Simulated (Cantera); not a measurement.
Equilibrium for chlorosilane synthesis and conversion: SiCl4 + HCl + H2

Input: 1 mol SiCl4, 2.9 mol HCl, 0.68 mol H2, at 100000 Pa.

Equilibrium computed with Cantera from the NASA thermochemical tables; the gas is ideal and each condensed phase is pure. Candidate condensed phases: Si; 19 gas species. The tables' values for SiCl3 are old estimates; treat these amounts as uncertain. The numbers say what is thermodynamically allowed, not how fast it happens.

From 350 °C to 1050 °C nothing is condensed. The main Si-bearing gas is SiCl4 throughout.

```csv
T (°C),log p HCl,log p SiCl4,log p H2,log p SiCl3
350,-0.20,-0.66,-0.83,-10.36
450,-0.20,-0.66,-0.83,-8.31
550,-0.20,-0.66,-0.83,-6.76
650,-0.20,-0.66,-0.83,-5.55
750,-0.20,-0.66,-0.83,-4.58
850,-0.20,-0.66,-0.83,-3.80
950,-0.20,-0.67,-0.83,-3.14
1050,-0.20,-0.67,-0.84,-2.59
```
log p: log10 of the partial pressure in bar; nothing condenses.
